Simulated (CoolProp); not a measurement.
Chlorine along the isobar 20000 kPa: Z from the reference equation and from simpler models built on Tc = 416.9 K, pc = 7642 kPa, ω = 0.070; each cubic takes its own stable root.

Values from CoolProp's reference Helmholtz-energy equation of state, Thol 2021.

```
T (K)   phase  reference
-----  ------  ---------
275.4  liquid     0.4122
278.8  liquid     0.4096
282.3  liquid     0.4070
285.7  liquid     0.4046
289.1  liquid     0.4023
292.6  liquid     0.4000
296    liquid     0.3978
299.5  liquid     0.3957
302.9  liquid     0.3937
306.4  liquid     0.3918
309.8  liquid     0.3901
313.2  liquid     0.3884
316.7  liquid     0.3867
320.1  liquid     0.3852
323.6  liquid     0.3837
327    liquid     0.3824
```

Task: How far does each simpler model (van der Waals, Redlich-Kwong, Soave-Redlich-Kwong, Peng-Robinson) lie from the reference over these 16 states: mean and median of the absolute difference, and the worst?

Result: 
- van der Waals: mean 51.2 %, median 51.2 %, worst +53.1 % at 275.4 K and 20000 kPa
- Redlich-Kwong: mean 7.5 %, median 7.5 %, worst +7.9 % at 327 K and 20000 kPa
- Soave-Redlich-Kwong: mean 7.3 %, median 7.3 %, worst +7.5 % at 327 K and 20000 kPa
- Peng-Robinson: mean 4.7 %, median 4.7 %, worst -4.8 % at 296 K and 20000 kPa
